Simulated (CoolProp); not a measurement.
Hexamethyldisiloxane (MM) along the isobar 2050 kPa: density (kg/m³) from the reference equation and from simpler models built on Tc = 245.6 °C, pc = 1931 kPa, ω = 0.418; each cubic takes its own stable root.

The numbers come from the reference Helmholtz-energy equation of state, Thol 2016 in CoolProp.

```tsv
T (°C)	phase	reference
13.15	liquid	774.9
33.65	liquid	753.8
54.05	liquid	732.3
74.45	liquid	710.2
94.95	liquid	687.2
115.35	liquid	663.3
135.85	liquid	637.7
156.25	liquid	610.3
176.65	liquid	580.0
197.15	liquid	545.0
217.55	liquid	501.8
238.05	liquid	434.8
258.45	supercritical	151.8
278.85	supercritical	115.9
```

Problem. How far does each simpler model (van der Waals, Redlich-Kwong, Soave-Redlich-Kwong, Peng-Robinson) lie from the reference over these 14 states: mean and median of the absolute difference, and the worst?

Solution. 
- van der Waals: mean 32.6 %, median 37.4 %, worst -39.2 % at 13.15 °C and 2050 kPa
- Redlich-Kwong: mean 12.0 %, median 11.6 %, worst -21.1 % at 238.05 °C and 2050 kPa
- Soave-Redlich-Kwong: mean 7.8 %, median 6.6 %, worst -18.4 % at 238.05 °C and 2050 kPa
- Peng-Robinson: mean 4.5 %, median 4.9 %, worst -9.2 % at 238.05 °C and 2050 kPa
